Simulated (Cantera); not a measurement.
An isothermal, constant-pressure homogeneous reactor starts with 88.5 % NH₃, 11.5 % N₂, at 2325 K and 1.01 bar.

Detailed kinetics in Cantera: the gas-phase N/H chemistry of the illustrative SiF4/NH3 mechanism in the Surface Chemkin manual (1991). Walls and surfaces, which speed up NH3 decomposition in real reactors, are not modelled.

x: mole fraction; the columns are a selection and need not sum to one.

| t (s) | x NH₃ | x N₂H₂ | x H₂ | x NH₂ | x N | x NH | x N₂ |
|---|---|---|---|---|---|---|---|
| 3.00e-5 | 0.865 | 2.98e-5 | 0.0119 | 0.00563 | 5.31e-7 | (withheld) | 0.117 |
| 8.95e-5 | 0.824 | 2.86e-5 | 0.0450 | 0.00521 | 1.63e-6 | (withheld) | 0.125 |
| 0.000267 | 0.716 | 2.21e-5 | 0.131 | 0.00427 | 3.81e-6 | 9.11e-5 | 0.148 |
| 0.000797 | 0.493 | 1.24e-5 | 0.310 | 0.00305 | 6.17e-6 | 9.43e-5 | 0.194 |
| 0.00238 | 0.197 | 3.89e-6 | 0.545 | 0.00158 | 7.64e-6 | (withheld) | 0.255 |
| 0.00709 | 0.0207 | 3.21e-7 | 0.684 | 0.000342 | 8.23e-6 | (withheld) | 0.291 |
| 0.0212 | 0.000230 | 5.42e-10 | 0.696 | 9.59e-6 | 1.52e-6 | (withheld) | 0.294 |
| 0.0631 | 3.95e-5 | 1.97e-11 | 0.696 | 1.66e-6 | 2.68e-7 | (withheld) | 0.294 |
| 0.188 | 1.18e-5 | 4.90e-12 | 0.696 | 4.96e-7 | 8.00e-8 | (withheld) | 0.294 |
| 0.562 | 5.02e-6 | 3.72e-12 | 0.696 | 2.11e-7 | 3.40e-8 | (withheld) | 0.294 |
| 1.68 | 4.06e-6 | 3.63e-12 | 0.696 | 1.71e-7 | 2.75e-8 | 4.78e-8 | 0.294 |
| 5.00 | 4.05e-6 | 3.63e-12 | 0.696 | 1.70e-7 | 2.75e-8 | 4.77e-8 | 0.294 |

### Question
Some entries are withheld; supply them.

### Answer

- 3.00e-5, x NH: 6.38e-5
- 8.95e-5, x NH: 7.75e-5
- 0.00238, x NH: 7.58e-5
- 0.00709, x NH: 3.69e-5
- 0.0212, x NH: 2.67e-6
- 0.0631, x NH: 4.65e-7
- 0.188, x NH: 1.39e-7
- 0.562, x NH: 5.91e-8
